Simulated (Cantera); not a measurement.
A perfectly stirred reactor is fed with NO : N2 = 1 : 0.21 (molar parts), at 1200 Torr; it is held at 1800 K, and followed from long to short residence time.

Computed with Cantera and GRI-Mech 3.0 (53 species, 325 reactions).

x: mole fraction; the columns are a selection and need not sum to one.

```csv
τ (s),x NO,x N2,x O2,x N2O,x O,x NO2
10,0.237,0.468,0.294,2.32e-5,5.28e-5,0.000891
2.0,…,…,…,…,…,0.00137
0.40,0.679,0.247,0.0727,0.000194,2.79e-5,0.00131
0.079,0.788,0.192,0.0183,0.000263,1.65e-5,0.000878
0.016,0.818,0.177,0.00362,0.000270,1.13e-5,0.000604
0.0031,0.825,0.174,0.000472,0.000214,8.30e-6,0.000424
0.00061,0.826,0.174,1.96e-5,0.000102,4.00e-6,0.000166
0.00012,0.826,0.174,…,…,…,…
```

Fill in the missing entries.


- 2.0, x NO: 0.459
- 2.0, x N2: 0.357
- 2.0, x O2: 0.183
- 2.0, x N2O: 8.73e-5
- 2.0, x O: 4.22e-5
- 0.00012, x O2: 3.85e-7
- 0.00012, x N2O: 2.75e-5
- 0.00012, x O: 1.54e-6
- 0.00012, x NO2: 3.11e-5
